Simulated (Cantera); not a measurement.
A perfectly stirred reactor is fed with 0.604 % CH2O, 0.327 % O2, 99.1 % N2, at 100000 Pa; it is held at 1500 K, and followed from long to short residence time.

Cantera simulation using GRI-Mech 3.0 (53 species, 325 reactions); the numbers are that mechanism's predictions, not measurements.

Question: Predict: x(CH2O) at τ = 1.20 s; x(O2) at τ = 1.20 s; x(CH2O) at τ = 29.0 ms; x(O2) at τ = 29.0 ms; x(CH4) at τ = 29.0 ms.

Answer: x(CH2O) at τ = 1.20 s: 1.44e-7
x(O2) at τ = 1.20 s: 3.74e-6
x(CH2O) at τ = 29.0 ms: 1.21e-6
x(O2) at τ = 29.0 ms: 4.98e-5
x(CH4) at τ = 29.0 ms: 1.50e-9
